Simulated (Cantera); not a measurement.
## Equilibrium for hydrogen reduction and annealing atmospheres: FeS2 + H2

A closed system holds: 1 mol FeS2, 1.1 mol H2, at 702 °C and 120000 Pa.

These are equilibrium values from Cantera (NASA tables, ideal gas, pure condensed phases), not measurements of a reactor. Candidate condensed phases: Fe, FeS, FeS2, S; 8 gas species. FeS: taken at fixed stoichiometry. Gases not in the tables: S3 to S7. The numbers say what is thermodynamically allowed, not how fast it happens.

- x(H2S): 0.902
- x(H2): 0.0954
- x(S2): 0.00232
- x(SH): 9.69e-6
- n(FeS(s)): 1.00 mol
- gas amount: 1.103 mol
- log10 activity of S(l) (absent): -1.57
- log10 activity of Fe(α) (absent): -4.02
